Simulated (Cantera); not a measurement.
A closed system holds: 1 mol CO, 2 mol CO2, 1.7 mol H2, 0.46 mol H2O, equilibrated at 0.110 bar.

Cantera equilibrium calculation (NASA polynomials, part measured and part estimated; ideal gas, pure solids and liquids). Candidate condensed phases: C, C6H6, C7H8, C8H18, H2O; 110 gas species. Kinetics and transport are ignored.

x: gas mole fraction; nothing condenses.

| T (K) | x CO | x H2O | x CO2 | x H2 | x H | x OH |
|---|---|---|---|---|---|---|
| 2175 | 0.397 | 0.291 | 0.182 | 0.122 | 0.00515 | 0.00165 |
| 2225 | 0.399 | 0.292 | 0.180 | 0.120 | 0.00677 | 0.00238 |
| 2275 | 0.399 | 0.292 | 0.178 | 0.118 | 0.00880 | 0.00338 |
| 2325 | 0.400 | 0.291 | 0.176 | 0.116 | [?] | [?] |
| 2375 | 0.401 | 0.289 | 0.174 | 0.114 | 0.0144 | 0.00648 |
| 2425 | 0.401 | 0.287 | 0.171 | 0.112 | 0.0181 | 0.00875 |
| 2475 | 0.402 | 0.283 | 0.168 | 0.110 | [?] | [?] |
| 2525 | 0.402 | 0.277 | 0.164 | 0.109 | 0.0279 | 0.0152 |
| 2575 | 0.403 | 0.270 | 0.158 | 0.107 | 0.0342 | 0.0194 |

Q: What belongs in the gaps?

A: 
- 2475, x H: 0.0225
- 2475, x OH: 0.0116
- 2325, x H: 0.0113
- 2325, x OH: 0.00472
